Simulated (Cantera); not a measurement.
A closed system holds: 1 mol Ti(OiPr)4, a varied amount of O2, 240 mol H2, equilibrated at 1273.15 K and 1.00 bar.

Cantera equilibrium calculation (NASA polynomials, part measured and part estimated; ideal gas, pure solids and liquids). Candidate condensed phases: C, C6H6, C7H8, C8H18, H2O, Ti, TiC, TiO, TiO2, Ti2O3, Ti3O5, Ti4O7; 113 gas species. The feed counts by its element totals alone. Mutual solubility and eutectic melting of coexisting phases are not modelled. Condensed phases not in the tables: Magnéli phases beyond Ti4O7. Gases not in the tables: TiO(OH)2. Rates play no part.

log p: log10 of the partial pressure in bar; n: condensed amount in mol.

| n(O2) (mol) | log p H2 | log p CO | log p H2O | log p CH4 | log p CO2 | n C(graphite) | n Ti3O5(s) | n Ti4O7(s) | n TiO2(rutile) |
|---|---|---|---|---|---|---|---|---|---|
| 1.9 | -0.01 | -1.63 | -3.57 | -2.06 | … | 3.67 | 0.333 | 0 | 0 |
| 3 | -0.02 | -1.50 | -3.44 | -2.06 | … | 1.52 | 0.333 | 0 | 0 |
| 4 | -0.02 | -1.41 | -3.29 | -2.14 | … | 0 | 0 | 0.250 | 0 |
| 5 | -0.02 | -1.36 | -2.66 | -2.72 | … | 0 | 0 | 0.0925 | 0.630 |
| 6 | -0.02 | -1.35 | -2.11 | -3.27 | … | 0 | 0 | 0 | 1.00 |
| 7 | -0.03 | -1.35 | -1.83 | -3.56 | … | 0 | 0 | 0 | 1.00 |
| 8 | -0.03 | -1.35 | -1.66 | -3.74 | … | 0 | 0 | 0 | 1.00 |
| 9 | -0.03 | -1.36 | -1.53 | -3.88 | … | 0 | 0 | 0 | 1.00 |

**Question.** Complete the blanks.

**Answer.** 
- 1.9, log p CO2: -5.40
- 3, log p CO2: -5.14
- 4, log p CO2: -4.90
- 5, log p CO2: -4.22
- 6, log p CO2: -3.65
- 7, log p CO2: -3.37
- 8, log p CO2: -3.20
- 9, log p CO2: -3.07
